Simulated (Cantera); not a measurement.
A closed system holds: 1 mol Fe2O3, 56 mol H2, 1.8 mol N2, at 2123.15 K and 1330 Pa.

Cantera equilibrium calculation (NASA polynomials, part measured and part estimated; ideal gas, pure solids and liquids). Candidate condensed phases: Fe, FeO, Fe(OH)2, Fe(OH)3, Fe2O3, Fe3O4, H2O; 27 gas species. Kinetics and transport are ignored.

Base state: H2 0.859, H2O 0.0492, Fe 0.0329, N2 0.0297, H 0.0288, OH 0.000204, FeO 4.96e-5 (mole fractions); condensed: gas only.

Question: What changes in the equilibrium state with this change: 0.08 mol CH4 added?

Answer: 
```csv
species,before,after
H2,0.859,0.860
H2O,0.0492,0.0477
Fe,0.0329,0.0328
CO,0,0.00130
N2,0.0297,0.0295
H,0.0288,0.0288
CO2,0,1.43e-5
FeO,4.96e-5,4.79e-5
OH,0.000204,0.000198
```
Further candidate phases: C, C6H6, C7H8, C8H18, Fe(CO)5.
